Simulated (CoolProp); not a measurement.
Properties of propane along the isotherm 620 K (Tc = 369.9 K, pc = 42.51 bar, ω = 0.152).

The numbers come from the reference Helmholtz-energy equation of state, Lemmon 2009 in CoolProp.

| p (bar) | phase | Z | cv (kJ/(kg K)) | speed of sound (m/s) | isothermal compressibility (1/MPa) | fugacity coefficient |
|---|---|---|---|---|---|---|
| 15.2 | gas | 0.9820 | 2.794 | 348.6 | 0.6696 | 0.9819 |
| 30.4 | gas | ___ | 2.799 | 344.6 | 0.3399 | 0.9646 |
| 45.5 | supercritical | 0.9500 | 2.803 | 341.6 | 0.2298 | 0.9484 |
| 60.7 | supercritical | 0.9363 | 2.808 | 339.6 | ___ | 0.9330 |
| 75.9 | supercritical | 0.9246 | 2.812 | 338.7 | 0.1394 | ___ |
| 91.1 | supercritical | 0.9150 | 2.816 | 339.1 | 0.1158 | 0.9053 |
| 106 | supercritical | ___ | 2.820 | 340.9 | 0.09875 | 0.8932 |
| 121 | supercritical | 0.9031 | 2.823 | 344.1 | 0.08529 | 0.8821 |
| 137 | supercritical | 0.9007 | 2.826 | ___ | 0.07370 | 0.8714 |
| 152 | supercritical | 0.9009 | 2.829 | 354.9 | 0.06471 | 0.8624 |
| 167 | supercritical | 0.9035 | 2.832 | 362.1 | ___ | 0.8545 |
| 182 | supercritical | 0.9084 | 2.834 | 370.5 | 0.05056 | 0.8476 |
| 197 | supercritical | 0.9154 | 2.836 | 379.9 | 0.04493 | 0.8417 |
| 213 | supercritical | 0.9250 | ___ | 391.0 | 0.03977 | 0.8365 |

Complete the blanks.


- 30.4, Z: 0.9652
- 60.7, isothermal compressibility (1/MPa): 0.1737
- 75.9, fugacity coefficient: 0.9186
- 106, Z: 0.9079
- 137, speed of sound (m/s): 349.0
- 167, isothermal compressibility (1/MPa): 0.05709
- 213, cv (kJ/(kg K)): 2.838
